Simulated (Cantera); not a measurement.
What does this Cantera script print?

```python
import numpy as np
import cantera as ct

gas_names = """
    Electron C C+ C- CN CN+ CN- C2 C2+ C2- CCN CNC C2N2 C3 C4 C4N2 C5 N N+ N- N2 N2+ N2- Si Si+ SiC SiC2
    SiN Si2 Si2C Si2N Si3
""".split()
cond_names = """
    C(gr) Si(cr) Si(L) SiC(b) Si3N4(a)
""".split()


# ... load() reads the species with a 1 bar reference pressure and builds the phases ...
atoms = {
    'SiC': {'Si': 1, 'C': 1},
    'C': {'C': 1},
    'N2': {'N': 2},
}
top_T = {'C(gr)': 4500, 'SiC(b)': 3050, 'Si3N4(a)': 2400}  # K; cautious upper limits of use, not melting points


# ... equilibrate(T, P, feed) seeds the gas with the atoms and calls Mixture.equilibrate('TP', solver="gibbs", rtol=1e-10, max_steps=50000) ...
results = []
feed = {'SiC': 1, 'C': 0.069, 'N2': 3.8}  # mol
P = 130000  # Pa
for T in [3000, 3500, 4000, 4500, 5000]:
    mix = equilibrate(T, P, feed)
    results.append((T, P, feed, dict(zip(mix.species_names, mix.species_moles))))

top = {s: max(r[3][s] / sum(r[3][g] for g in gas_names) for r in results) for s in gas_names}
cols = sorted((s for s in top if top[s] > 0.001), key=lambda s: -top[s])[:7]
seen = [c for c in cond_names if any(r[3].get(c, 0) > 1e-12 for r in results)]
print("log10 of partial pressures in bar; condensed amounts in mol")
print(f"{'T/K':>10s}" + "".join(f"{s[:9]:>10s}" for s in cols + seen))
for T, P, feed, n in results:
    ng = sum(n[g] for g in gas_names)
    print(f"{T:10.4g}" + "".join(f"{np.log10(max(n[s] / ng * P / 1e5, 1e-99)):10.3f}" for s in cols)
          + "".join(f"{n.get(c, 0):10.4g}" for c in seen))
```

Output:

```
log10 of partial pressures in bar; condensed amounts in mol
       T/K        N2        Si         C      SiC2        CN         N      Si2C     C(gr)    SiC(b)
      3000     0.055    -1.170    -4.295    -1.244    -2.459    -4.829    -1.559    0.2133    0.3607
      3500     0.001    -0.872    -2.713    -0.965    -1.605    -3.654    -2.096         0         0
      4000    -0.031    -0.719    -1.754    -1.279    -1.184    -2.766    -2.866         0         0
      4500    -0.065    -0.656    -1.175    -1.911    -1.025    -2.078    -3.740         0         0
      5000    -0.089    -0.653    -0.893    -2.824    -1.077    -1.524    -4.713         0         0
```

Method: chemical equilibrium by Gibbs-energy minimisation in Cantera with the NASA 1993 tables (ideal gas, pure condensed phases). The tables' values for SiN are old estimates; treat these amounts as uncertain.
